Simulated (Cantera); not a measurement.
# Premixed flame

A freely propagating, adiabatic, planar premixed flame of CH4 : C2H6 : C3H8 : O2 : N2 = 1 : 0.44 : 0.42 : 6.2 : 23.3 (molar parts), equivalence ratio 0.91, unburnt at 700 K and 1.70 bar; multicomponent transport, grid criteria slope 0.08 and curve 0.16, no radiation.

Detailed kinetics in Cantera: GRI-Mech 3.0 (53 species, 325 reactions). GRI-Mech 3.0 was tuned for natural gas; its chemistry of propane as a main component is partial and can be far from experiment. Burning velocities carry a grid error of a few per cent, more on coarse grids.

```tsv
z (mm)	T (K)	u (m/s)	x CH4	x C2H6	x C3H8	x C2H2	x C2H	x H2
-0.546	700	1.68	0.0319	0.0140	0.0134	1.23e-8	<1e-8	0.000794
-0.364	702	1.68	0.0318	0.0140	0.0134	2.31e-7	<1e-8	0.00236
-0.273	707	1.70	0.0316	0.0140	0.0133	1.23e-6	<1e-8	0.00417
-0.182	743	1.79	0.0307	0.0137	0.0132	1.03e-5	<1e-8	0.00774
-0.0910	1024	2.52	0.0247	0.0108	0.0102	0.000143	<1e-8	0.0144
-0.0455	1394	3.50	0.0162	0.00511	0.00385	0.000443	3.00e-8	0.0180
0	1779	4.53	0.00517	0.000378	0.000127	0.000698	1.35e-6	0.0181
0.0455	1952	4.98	0.000541	1.71e-6	1.21e-7	0.000124	9.21e-7	0.0135
0.0910	2007	5.10	2.83e-5	<1e-8	<1e-8	4.35e-6	4.96e-8	0.0109
0.182	2071	5.23	7.51e-8	<1e-8	<1e-8	<1e-8	<1e-8	0.0100
0.364	2152	5.40	<1e-8	<1e-8	<1e-8	<1e-8	<1e-8	0.00918
0.728	2242	5.59	<1e-8	<1e-8	<1e-8	<1e-8	<1e-8	0.00735
1.46	2322	5.76	<1e-8	<1e-8	<1e-8	<1e-8	<1e-8	0.00539
```
x: mole fraction of selected species; z is measured from the peak of heat release.

```yaml
laminar_burning_velocity: 167 cm/s
thermal_thickness: 0.182 mm
peak x(C2H2): 0.000734
peak x(C2H): 1.84e-6
peak x(H2): 0.0189
grid_points: 143
```
